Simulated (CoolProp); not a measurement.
Properties of hexamethyldisiloxane (MM) at several states (Tc = 518.7 K, pc = 1.931 MPa, ω = 0.418).

Values from CoolProp's reference Helmholtz-energy equation of state, Thol 2016.

```
T (K)  p (MPa)   phase  density (kg/m³)
-----  -------  ------  ---------------
425.7   0.0164     gas           0.7570
301.8   0.0432  liquid            755.7
566.8    0.297     gas            10.67
```
